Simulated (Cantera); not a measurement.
What does this Cantera script print?

```python
import numpy as np
import cantera as ct

gas_names = """
    CL CL2 H HCL H2 Si SiCL SiCL2 SiCL3 SiCL4 SiH SiHCL3 SiH2 SiH2CL2 SiH3 SiH3CL SiH4 Si2 Si3
""".split()
cond_names = """
    Si(cr) Si(L)
""".split()


# ... load() reads the species with a 1 bar reference pressure and builds the phases ...
atoms = {
    'Si': {'Si': 1},
    'HCl': {'H': 1, 'CL': 1},
}
top_T = {}  # K; cautious upper limits of use, not melting points


# ... equilibrate(T, P, feed) seeds the gas with the atoms and calls Mixture.equilibrate('TP', solver="vcs", rtol=1e-11, max_steps=5000) ...
results = []
feed = {'Si': 1, 'HCl': 18}  # mol
P = 10000  # Pa
for T in [575, 650, 725, 800, 875, 950, 1025, 1100, 1175, 1250, 1325, 1400, 1475, 1550]:
    mix = equilibrate(T, P, feed)
    results.append((T, P, feed, dict(zip(mix.species_names, mix.species_moles))))

top = {s: max(r[3][s] / sum(r[3][g] for g in gas_names) for r in results) for s in gas_names}
cols = sorted((s for s in top if top[s] > 0.0001), key=lambda s: -top[s])[:7]
seen = [c for c in cond_names if any(r[3].get(c, 0) > 1e-12 for r in results)]
print("log10 of partial pressures in bar; condensed amounts in mol")
print(f"{'T/K':>10s}" + "".join(f"{s[:9]:>10s}" for s in cols + seen))
for T, P, feed, n in results:
    ng = sum(n[g] for g in gas_names)
    print(f"{T:10.4g}" + "".join(f"{np.log10(max(n[s] / ng * P / 1e5, 1e-99)):10.3f}" for s in cols)
          + "".join(f"{n.get(c, 0):10.4g}" for c in seen))
```

Result:

```
log10 of partial pressures in bar; condensed amounts in mol
       T/K       HCL        H2     SiCL4     SiCL3     SiCL2    SiHCL3        CL
       575    -1.084    -1.929    -2.230   -12.844   -20.118    -7.904   -17.175
       650    -1.084    -1.929    -2.230   -10.980   -16.921    -7.166   -14.910
       725    -1.084    -1.929    -2.230    -9.507   -14.396    -6.586   -13.109
       800    -1.084    -1.929    -2.231    -8.314   -12.352    -6.119   -11.642
       875    -1.084    -1.929    -2.231    -7.330   -10.667    -5.736   -10.424
       950    -1.084    -1.930    -2.231    -6.504    -9.253    -5.415    -9.396
      1025    -1.084    -1.930    -2.231    -5.801    -8.051    -5.142    -8.516
      1100    -1.084    -1.930    -2.232    -5.197    -7.018    -4.909    -7.755
      1175    -1.084    -1.931    -2.234    -4.672    -6.121    -4.708    -7.089
      1250    -1.084    -1.932    -2.238    -4.216    -5.339    -4.534    -6.502
      1325    -1.084    -1.935    -2.247    -3.819    -4.656    -4.389    -5.979
      1400    -1.083    -1.942    -2.268    -3.481    -4.066    -4.277    -5.509
      1475    -1.080    -1.956    -2.310    -3.207    -3.572    -4.210    -5.081
      1550    -1.077    -1.982    -2.386    -3.007    -3.182    -4.202    -4.686
```

Equilibrium computed with Cantera from the NASA thermochemical tables; the gas is ideal and each condensed phase is pure. The tables' values for SiCl3 are old estimates; treat these amounts as uncertain.
